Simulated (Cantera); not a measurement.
Cantera run:

```python
import numpy as np
import cantera as ct

gas_names = """
    CL CL2 H HCL H2 Si SiCL SiCL2 SiCL3 SiCL4 SiH SiHCL3 SiH2 SiH2CL2 SiH3 SiH3CL SiH4 Si2 Si3
""".split()
cond_names = """
    Si(cr) Si(L)
""".split()


# ... load() reads the species with a 1 bar reference pressure and builds the phases ...
atoms = {
    'Si': {'Si': 1},
    'Cl2': {'CL': 2},
    'H2': {'H': 2},
}
top_T = {}  # K; cautious upper limits of use, not melting points


# ... equilibrate(T, P, feed) seeds the gas with the atoms and calls Mixture.equilibrate('TP', solver="vcs", rtol=1e-11, max_steps=5000) ...
results = []
feed = {'Si': 1, 'Cl2': 0.72, 'H2': 5.4}  # mol
P = 13332.2  # Pa
for T in [700, 775, 850, 925, 1000, 1075, 1150, 1225, 1300, 1375, 1450, 1525]:
    mix = equilibrate(T, P, feed)
    results.append((T, P, feed, dict(zip(mix.species_names, mix.species_moles))))

top = {s: max(r[3][s] / sum(r[3][g] for g in gas_names) for r in results) for s in gas_names}
cols = sorted((s for s in top if top[s] > 1e-06), key=lambda s: -top[s])[:6]
seen = [c for c in cond_names if any(r[3].get(c, 0) > 1e-12 for r in results)]
print("log10 of partial pressures in bar; condensed amounts in mol")
print(f"{'T/K':>10s}" + "".join(f"{s[:9]:>10s}" for s in cols + seen))
for T, P, feed, n in results:
    ng = sum(n[g] for g in gas_names)
    print(f"{T:10.4g}" + "".join(f"{np.log10(max(n[s] / ng * P / 1e5, 1e-99)):10.3f}" for s in cols)
          + "".join(f"{n.get(c, 0):10.4g}" for c in seen))
```

Output:

```
log10 of partial pressures in bar; condensed amounts in mol
       T/K        H2       HCL     SiCL2     SiCL4    SiHCL3     SiCL3    Si(cr)
       700    -0.906    -4.265    -7.771    -2.210    -2.541    -6.249    0.6077
       775    -0.906    -3.748    -6.615    -2.208    -2.555    -5.488    0.6099
       850    -0.907    -3.326    -5.669    -2.209    -2.571    -4.865    0.6138
       925    -0.908    -2.975    -4.882    -2.217    -2.590    -4.349    0.6206
      1000    -0.911    -2.682    -4.222    -2.235    -2.616    -3.920    0.6314
      1075    -0.915    -2.436    -3.666    -2.270    -2.655    -3.568    0.6458
      1150    -0.922    -2.234    -3.203    -2.337    -2.718    -3.290    0.6613
      1225    -0.930    -2.073    -2.828    -2.454    -2.818    -3.090    0.6727
      1300    -0.940    -1.954    -2.543    -2.648    -2.975    -2.982     0.675
      1375    -0.948    -1.879    -2.350    -2.939    -3.203    -2.975    0.6681
      1450    -0.953    -1.839    -2.236    -3.317    -3.495    -3.058    0.6582
      1525    -0.956    -1.823    -2.175    -3.738    -3.817    -3.193    0.6495
```

Equilibrium computed with Cantera from the NASA thermochemical tables; the gas is ideal and each condensed phase is pure. The tables' values for SiCl3 are old estimates; treat these amounts as uncertain.
